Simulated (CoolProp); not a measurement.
Vapour-liquid equilibrium of propane (1) + n-pentane (2) at 2.61 bar; x and y are mole fractions of (1).

Values from CoolProp's multi-fluid Helmholtz-energy mixture model, Lemmon 2009 and Thol 2019; pair parameters Kunz 2012.

Problem. Give the bubble temperature and the first vapour's composition at x = 0.2, 0.5, 0.95. Is there an azeotrope?

Solution. x = 0.2: 299.1 K, y = 0.762; x = 0.5: 273.6 K, y = 0.942; x = 0.95: 256.4 K, y = 0.997. No azeotrope shows between x = 0.05 and 0.95.

Pair parameters are fitted to limited data, so mixtures are less certain than the pure fluids.
